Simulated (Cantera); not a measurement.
# Thermodynamics of silicates and aluminates, feed SiO2 + MgO + O2 + MgCl2

Charge: 1 mol SiO2, 0.23 mol MgO, 0.22 mol O2, 0.11 mol MgCl2, at 1525 K and 0.00450 bar.

These are equilibrium values from Cantera (NASA tables, ideal gas, pure condensed phases), not measurements of a reactor. Candidate condensed phases: Mg, MgCl2, MgO, MgSiO3, Mg2SiO4, Si, SiO2; 20 gas species. Mutual solubility and eutectic melting of coexisting phases are not modelled. The tables hold silica as quartz up to 1696 K and as liquid above; real silica turns to tridymite and cristobalite and melts near 1996 K. Condensed phases not in the tables: alloys, solid solutions and most ternary compounds. Rates play no part.

- x(O2) = 0.506
- x(Cl) = 0.342
- x(Cl2) = 0.111
- x(MgCl2) = 0.0416
- x(ClO) = 0.000389
- x(O) = 6.00e-5
- n(MgSiO3(s)) = 0.326 mol
- n(SiO2(β-quartz)) = 0.674 mol
- gas amount = 0.3402 mol
- log10 activity of Mg(l) (absent) = -14.61
- log10 activity of Si(s) (absent) = -19.25
